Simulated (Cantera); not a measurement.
**Stirred combustor or abatement burner**

A perfectly stirred reactor is fed with 12.0 % CH4, 18.5 % O2, 69.5 % N2, at 4.93 atm; it is adiabatic with a 425 K inlet, and is followed from long to short residence time, starting on the burning branch (τ in s: 0.21, 0.091, 0.04, 0.017, 0.0077, 0.0034, 0.0015, 0.00065, 0.00028, 0.00012, 5.5e-05).

Detailed kinetics in Cantera: GRI-Mech 3.0 (53 species, 325 reactions).

| τ (s) | T (K) | x CH4 | x O2 | x C2H | x HO2 | x N2O | x CH3 | x HCN |
|---|---|---|---|---|---|---|---|---|
| 0.21 | 2148 | 3.84e-5 | 2.46e-5 | 1.60e-10 | 8.68e-9 | 6.90e-9 | 7.43e-6 | 2.05e-6 |
| 0.091 | 2148 | 7.31e-5 | 4.87e-5 | 6.42e-10 | 1.64e-8 | 9.55e-9 | 1.52e-5 | 4.81e-6 |
| 0.040 | 2147 | 0.000134 | 9.70e-5 | 2.38e-9 | 3.27e-8 | 1.42e-8 | 3.01e-5 | 1.06e-5 |
| 0.017 | 2145 | 0.000243 | 0.000201 | 8.66e-9 | 7.03e-8 | 2.28e-8 | 5.96e-5 | 2.23e-5 |
| 0.0077 | 2143 | 0.000408 | 0.000392 | 2.59e-8 | 1.47e-7 | 3.58e-8 | 0.000109 | 4.02e-5 |
| 0.0034 | 2138 | 0.000656 | 0.000771 | 6.90e-8 | 3.21e-7 | 5.48e-8 | 0.000192 | 6.52e-5 |
| 0.0015 | 2130 | 0.000996 | 0.00149 | 1.55e-7 | 7.18e-7 | 7.64e-8 | 0.000322 | 9.10e-5 |
| 0.00065 | 2113 | 0.00149 | 0.00289 | 3.03e-7 | 1.70e-6 | 9.10e-8 | 0.000524 | 0.000107 |
| 0.00028 | 2078 | 0.00244 | 0.00595 | 5.11e-7 | 4.45e-6 | 8.26e-8 | 0.000852 | 9.36e-5 |
| 0.00012 | 425 | 0.120 | 0.185 | <1e-12 | <1e-12 | <1e-12 | <1e-12 | <1e-12 |
| 5.5e-5 | 425 | 0.120 | 0.185 | <1e-12 | <1e-12 | <1e-12 | <1e-12 | <1e-12 |
x: mole fraction; the columns are a selection and need not sum to one.
